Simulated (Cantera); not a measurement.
Feed: 1 mol BF3, 12 mol H2O, 46 mol H2, at 50.0 mbar.

Cantera equilibrium calculation (NASA polynomials, part measured and part estimated; ideal gas, pure solids and liquids). Candidate condensed phases: B, B2O3, B3O3H3, H2O; 43 gas species. Gases not in the tables: H3BO3. The numbers say what is thermodynamically allowed, not how fast it happens.

Task: Which condensed phases are stable at each of these points (T (K)): 1075, 1175, 1275, 1375, 1475, 1575, 1675, 1775, 1875, 1975, 2075, 2175, 2275, 2375?

Result: 
```
T (K)  condensed phases  B condensed (%)
-----  ----------------  ---------------
1075            B2O3(l)             77.8
1175            B2O3(l)             75.6
1275            B2O3(l)             46.1
1375           gas only              0.0
1475           gas only              0.0
1575           gas only              0.0
1675           gas only              0.0
1775           gas only              0.0
1875           gas only              0.0
1975           gas only              0.0
2075           gas only              0.0
2175           gas only              0.0
2275           gas only              0.0
2375           gas only              0.0
```

From 1075 K to 1275 K the condensed part is B2O3(l). From 1375 K to 2375 K nothing is condensed.
